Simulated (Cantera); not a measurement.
Standard-state values (1 bar) from the NASA 1993 polynomials, evaluated with Cantera. Values are per mole of reaction as written; species without (g) are pure solids or liquids, kept so even where they would boil at 1 bar.

H2(g) + CaF2 ⇌ Ca(g) + 2 HF(g), with ΔH° = 858.6 kJ and ΔS° = 303.1 J/K at 300 K.

Q: How far is the shortcut ΔG° ≈ ΔH°(300 K) − T·ΔS°(300 K) from the full temperature-dependent value at 973, 1073, 1173, 1273, 1373, 1473, 1573, 1673, 1773, 1873 K?

A: 
| T (K) | shortcut (kJ) | full (kJ) | difference (kJ) | difference in log10 K | condensed phases |
|---|---|---|---|---|---|
| 973 | 563.7 | 575.7 | -12.1 | 0.65 | CaF2(s) |
| 1073 | 533.4 | 548.9 | -15.5 | 0.76 | CaF2(s) |
| 1173 | 503.1 | 522.5 | -19.4 | 0.86 | CaF2(s) |
| 1273 | 472.7 | 496.4 | -23.7 | 0.97 | CaF2(s) |
| 1373 | 442.4 | 470.7 | -28.3 | 1.08 | CaF2(s) |
| 1473 | 412.1 | 445.6 | -33.4 | 1.19 | CaF2(s) |
| 1573 | 381.8 | 421.0 | -39.2 | 1.30 | CaF2(s) |
| 1673 | 351.5 | 397.0 | -45.5 | 1.42 | CaF2(s) |
| 1773 | 321.2 | 374.7 | -53.5 | 1.58 | CaF2(l) |
| 1873 | 290.9 | 353.1 | -62.2 | 1.73 | CaF2(l) |
The shortcut ignores heat capacities and the phase changes listed.
